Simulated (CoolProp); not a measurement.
Vapour-liquid equilibrium of benzene (1) + o-xylene (2) at 0.291 MPa; x and y are mole fractions of (1).

The numbers come from the multi-fluid Helmholtz-energy mixture model, Thol 2012 and Zhou 2012; pair parameters Bell 2016 in CoolProp.

```
x      bubble temperature (°C)  y at the bubble point  dew temperature at overall composition x (°C)  liquid density (mol/L)
-----  -----------------------  ---------------------  ---------------------------------------------  ----------------------
0.05                     183.7                  0.146                                          187.4                   6.953
0.125                    175.0                  0.344                                          184.5                   7.168
0.2                      166.3                  0.506                                          181.5                   7.388
0.275                    158.3                  0.630                                          178.2                   7.609
0.35                     151.2                  0.722                                          174.7                   7.828
0.425                    145.0                  0.789                                          170.8                   8.045
0.5                      139.8                  0.839                                            [?]                   8.260
0.575                    135.4                  0.876                                          162.0                   8.476
0.65                     131.7                  0.905                                          156.8                   8.694
0.725                      [?]                  0.929                                          150.9                   8.918
0.8                      125.6                  0.950                                          143.9                   9.151
0.875                    122.9                  0.969                                          135.6                   9.395
0.95                       [?]                  0.987                                          125.6                   9.655
```

### Question
What belongs in the gaps?

### Answer

- 0.5, dew temperature at overall composition x (°C): 166.7
- 0.725, bubble temperature (°C): 128.5
- 0.95, bubble temperature (°C): 120.4

No azeotrope shows between x = 0.05 and 0.95.

The pair parameters rest on a limited set of measurements; away from them the model extrapolates. The gap from Raoult's law changes sign with composition, which may be real or a fault of the pair parameters; it wasn't checked against measurements.
